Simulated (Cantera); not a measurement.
Cantera run:

```python
import numpy as np
import cantera as ct

gas_names = """
    AL ALCL ALCL2 ALCL3 ALN ALO ALOCL ALO2 AL2 AL2CL6 AL2O AL2O2 CL CLO CL2 N NO NO2 NO3 N2 N2O O O2 O3
""".split()
cond_names = """
    AL(cr) AL(L) ALCL3(s) ALCL3(L) ALN(s) AL2O3(a) AL2O3(L)
""".split()


# ... load() reads the species with a 1 bar reference pressure and builds the phases ...
atoms = {
    'AlCl3': {'AL': 1, 'CL': 3},
    'O2': {'O': 2},
    'N2': {'N': 2},
}
top_T = {'ALN(s)': 2750}  # K; cautious upper limits of use, not melting points


# ... equilibrate(T, P, feed) seeds the gas with the atoms and calls Mixture.equilibrate('TP', solver="vcs", rtol=1e-11, max_steps=5000) ...
results = []
feed = {'AlCl3': 1, 'O2': 20, 'N2': 490}  # mol
T = 1350  # K
P = 1000  # Pa
mix = equilibrate(T, P, feed)
results.append((T, P, feed, dict(zip(mix.species_names, mix.species_moles))))
print(gas.report(threshold=1e-06))
for i in range(1, mix.n_phases):
    print(f"{mix.phase(i).name:16s} {mix.phase_moles(i):12.5e} mol")
```

It prints:

```
       temperature   1350 K
          pressure   1000 Pa
           density   0.0025145 kg/m^3
  mean mol. weight   28.224 kg/kmol
   phase of matter   gas

                          1 kg             1 kmol
                     ---------------   ---------------
          enthalpy         1.198e+06        3.3812e+07  J
   internal energy        8.0028e+05        2.2587e+07  J
           entropy            9870.6        2.7859e+05  J/K
    Gibbs function       -1.2127e+07       -3.4229e+08  J
 heat capacity c_p            1213.7             34256  J/K
 heat capacity c_v            919.14             25942  J/K

                      mass frac. Y      mole frac. X     chem. pot. / RT
                     ---------------   ---------------   ---------------
                CL         0.0058548         0.0046614            -21.01
               CLO        4.9937e-06        2.7395e-06           -38.678
               CL2         0.0015019        0.00059788           -42.019
                NO        0.00026805        0.00025213            -32.84
                N2           0.94988           0.95701           -30.343
                O2          0.042485          0.037474           -35.336
     [  +18 minor]        7.4095e-07        9.3929e-07

AL(L)             0.00000e+00 mol
ALCL3(L)          0.00000e+00 mol
ALN(s)            0.00000e+00 mol
AL2O3(a)          4.99994e-01 mol
```

Cantera equilibrium calculation (NASA polynomials, part measured and part estimated; ideal gas, pure solids and liquids).
